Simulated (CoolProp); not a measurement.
Model: reference Helmholtz-energy equation of state, Fiedler 2023, in CoolProp.

Question: Give the vapour pressure (bar), liquid density (kg/m³), liquid cp (kJ/(kg K)) of saturated tetrahydrofuran at 359.2, 398.1, 456.5 K.

Answer: 
```tsv
T (K)	p (bar)	liquid density (kg/m³)	liquid cp (kJ/(kg K))
359.2	1.87	812	1.97
398.1	4.98	763	2.15
456.5	15.5	677	2.50
```
